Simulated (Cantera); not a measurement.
## Thermodynamics of iron carbonyl, mercury and lead vapours, feed Hg + O2 + H2

Feed: 1 mol Hg, 0.033 mol O2, 9.1 mol H2, at 1125 K and 1.00 bar.

These are equilibrium values from Cantera (NASA tables, ideal gas, pure condensed phases), not measurements of a reactor. Candidate condensed phases: H2O, Hg, HgO; 10 gas species. Kinetics and transport are ignored.

```json
{
 "x(H2)": "0.894",
 "x(Hg)": "0.0990",
 "x(H2O)": "0.00653",
 "gas_amount": "10.10 mol",
 "log10 activity of Hg(l) (absent)": "-3.12"
}
```
